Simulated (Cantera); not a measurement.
## Thermodynamics of silicon nitride deposition, feed SiHCl3 + N2

Input: 1 mol SiHCl3, 4.3 mol N2, held at 1148.15 K and 0.000190 bar.

Equilibrium computed with Cantera from the NASA thermochemical tables; the gas is ideal and each condensed phase is pure. Candidate condensed phases: NH4Cl, Si, Si3N4; 28 gas species. N2 is the only nitrogen source here; it is nearly inert below about 1500 K, so the nitride shown seldom forms there in practice. The tables' values for SiCl3 are old estimates; treat these amounts as uncertain. The numbers say what is thermodynamically allowed, not how fast it happens.

| Quantity | Value |
|---|---|
| x(N2) | 0.727 |
| x(HCl) | 0.162 |
| x(SiCl4) | 0.0872 |
| x(H2) | 0.0100 |
| x(SiCl3) | 0.00717 |
| x(SiCl2) | 0.00650 |
| x(SiHCl3) | 0.000109 |
| x(Cl) | 7.41e-6 |
| n(Si3N4(s)) | 0.148 mol |
| gas amount | 5.504 mol |
| log10 activity of Si(s) (absent) | -2.94 |
